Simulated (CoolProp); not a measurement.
Vapour-liquid equilibrium of R143a (1) + dimethyl ether (2) at -29.25 °C; x and y are mole fractions of (1).

Model: multi-fluid Helmholtz-energy mixture model, Lemmon and Jacobsen 2000 and Wu 2011; pair parameters Bell 2016, in CoolProp.

```tsv
x	bubble pressure, mixture model (bar)	bubble pressure, Raoult's law (bar)	y, mixture model	y, Raoult's law
0.05	0.9185	0.8999	0.137	0.123
0.2	1.161	1.107	0.415	0.400
0.35	1.381	1.315	0.590	0.589
0.5	1.584	1.522	0.715	0.727
0.65	1.777	1.730	0.815	0.832
0.8	1.965	1.938	0.899	0.914
0.95	2.152	2.145	0.976	0.981
```

The largest gap from Raoult's law is +5.0 % in bubble pressure, at x = 0.35. No azeotrope shows between x = 0.05 and 0.95.

The pair parameters rest on a limited set of measurements; away from them the model extrapolates.
